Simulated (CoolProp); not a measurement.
Properties of ethanol along the isotherm 333.05 °C (Tc = 241.6 °C, pc = 6.268 MPa, ω = 0.644).

Model: reference Helmholtz-energy equation of state, Schroeder 2014, in CoolProp.

| p (MPa) | phase | density (kg/m³) | cp (kJ/(kg K)) | speed of sound (m/s) | Joule-Thomson coefficient (K/MPa) | Prandtl number | fugacity coefficient |
|---|---|---|---|---|---|---|---|
| 0.0496 | gas | 0.4538 | 2.369 | 343.9 | 4.754 | 0.811 | 0.9989 |
| 0.0939 | gas | 0.8600 | 2.372 | 343.6 | 4.756 | 0.812 | 0.9980 |
| 0.178 | gas | 1.633 | 2.378 | 343.2 | 4.759 | 0.812 | 0.9962 |
| 0.338 | gas | 3.112 | 2.390 | 342.3 | 4.764 | 0.813 | 0.9927 |
| 0.64 | gas | 5.932 | 2.412 | 340.6 | 4.775 | 0.815 | 0.9862 |
| 1.21 | gas | 11.36 | 2.457 | 337.4 | 4.796 | 0.819 | 0.9741 |
| 2.3 | gas | 22.16 | 2.550 | 331.1 | 4.840 | 0.829 | 0.9509 |
| 4.36 | gas | 44.32 | 2.761 | 318.3 | 4.945 | 0.861 | 0.9075 |
| 8.27 | supercritical | 95.82 | 3.384 | 289.6 | 5.191 | 0.996 | 0.8255 |
| 15.7 | supercritical | 255.9 | 5.141 | 267.6 | 3.447 | 1.64 | 0.6718 |

Viscosity comes from a separate model (Kiselev 2005). Thermal conductivity comes from a separate model (Assael 2013).
